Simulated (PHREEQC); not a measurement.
PHREEQC input (ion-association model, phreeqc.dat):

```
SOLUTION_MASTER_SPECIES
  Amm  AmmH+  0  AmmH  17.031  # ammonia with no redox link, constants of NH4+
SOLUTION_SPECIES
  AmmH+ = AmmH+
    -log_k 0
    -gamma 2.5 0
    -dw 1.98e-9
  AmmH+ = Amm + H+
    -log_k -9.252
    -delta_h 12.48 kcal
    -analytic 0.6322 -0.001225 -2835.76
    -dw 2.28e-9
  AmmH+ + SO4-2 = AmmHSO4-
    -log_k 1.11
PHASES
  Amm(g)
    Amm = Amm
    -log_k 1.7966
    -analytic -18.758 3.3670e-4 2.5113e3 4.8619 39.192
    -T_c 405.6
    -P_c 111.3
    -Omega 0.25
EXCHANGE_SPECIES
  AmmH+ + X- = AmmHX
    -log_k 0.6
    -gamma 2.5 0
    -delta_h -2.4
SOLUTION 0
  temp 25
  units mmol/kgw
  pH 7 charge
  Cl 23.01
  K 23
SOLUTION 1-40
  temp 25
  units mmol/kgw
  pH 7 charge
  Cl 35.21
  Mn(2) 1.6
  Amm 32
END
EXCHANGE 1-40
  X 0.019
  -equilibrate 1
END
SELECTED_OUTPUT 1
  -reset false
  -pH true
  -pe true
  -ionic_strength true
  -water true
  -step true
  -totals Amm Cl K Mn Mn(2) Mn(3)
  -molalities AmmHX MnX2 KX
  -saturation_indices Pyrochroite Sylvite
PRINT
  -reset false
TRANSPORT
  -cells 40
  -shifts 160
  -lengths 0.005
  -time_step 720
  -dispersivities 0.016
  -boundary_conditions flux flux
  -correct_disp true
  -punch_cells 40
  -punch_frequency 5
END
```

Selected output (columns that matter, 23 of 33 rows; pore volumes added in front):

```
pore volumes	pH	mu	Amm	Cl	K	Mn	m_MnX2	m_KX	si_Pyrochroite	si_Sylvite
0	5.0017	0.036587	0.032	0.03521	0	0.0016	0.0018647	0	-8.3081	-1000
0.1375	5.0017	0.036587	0.032	0.03521	2.1393e-17	0.0016	0.0018647	1.2853e-17	-8.3081	-19.183
0.3875	5.0018	0.036471	0.031907	0.035101	2.2152e-06	0.0015909	0.0018647	1.3346e-06	-8.3101	-8.1687
0.5125	5.0022	0.035845	0.031375	0.034514	4.2068e-05	0.0015433	0.0018659	2.573e-05	-8.3202	-6.8963
0.7625	5.0053	0.032675	0.028151	0.03152	0.00070662	0.0013261	0.0018796	0.00046688	-8.3683	-5.7045
0.8875	5.008	0.030757	0.025742	0.029696	0.0015243	0.00121	0.0018905	0.0010559	-8.3954	-5.3927
1.1375	5.0149	0.027593	0.020454	0.026669	0.0041191	0.001043	0.0019008	0.003074	-8.4333	-5.0011
1.2625	5.0188	0.026488	0.017845	0.025606	0.0057695	0.00099081	0.001891	0.0044024	-8.4431	-4.87
1.5125	5.0268	0.02507	0.013056	0.024251	0.00935	0.00091726	0.0018256	0.0072774	-8.4544	-4.6808
1.6375	5.0307	0.024643	0.010962	0.023852	0.011112	0.0008841	0.0017691	0.0086692	-8.4608	-4.612
1.8875	5.0374	0.024114	0.0074841	0.023388	0.014276	0.00080923	0.0016181	0.011129	-8.4833	-4.5104
2.0125	5.0402	0.023949	0.0061024	0.023262	0.015617	0.00076625	0.00153	0.012165	-8.5007	-4.4734
2.1375	5.0427	0.023823	0.0049405	0.023176	0.016785	0.00072039	0.0014374	0.01307	-8.5221	-4.4433
2.3875	5.0464	0.023643	0.0031844	0.023082	0.018639	0.0006246	0.0012494	0.01453	-8.5757	-4.3991
2.5125	5.0479	0.023575	0.00254	0.023057	0.019354	0.00057689	0.0011575	0.01511	-8.6072	-4.383
2.7625	5.0499	0.023466	0.0016009	0.02303	0.020447	0.00048599	0.0009838	0.016035	-8.677	-4.3593
2.8875	5.0507	0.023422	0.0012663	0.023023	0.020859	0.00044383	0.00090331	0.016402	-8.7148	-4.3506
3.1375	5.0517	0.023345	0.00078812	0.023016	0.021483	0.00036736	0.00075646	0.016992	-8.7945	-4.3377
3.2625	5.0521	0.023313	0.00062045	0.023014	0.021717	0.00033319	0.00069021	0.017229	-8.836	-4.3329
3.5125	5.0526	0.023256	0.00038332	0.023012	0.022073	0.00027277	0.00057169	0.017614	-8.9217	-4.3257
3.6375	5.0528	0.023232	0.00030091	0.023011	0.022207	0.00024631	0.00051909	0.017771	-8.9656	-4.323
3.8875	5.053	0.02319	0.00018506	0.02301	0.022415	0.00020015	0.00042618	0.018029	-9.0551	-4.3188
4.0125	5.0531	0.023172	0.00014501	0.02301	0.022495	0.00018015	0.00038541	0.018136	-9.1005	-4.3172
```

Complexes and solids missing from the database can't appear.
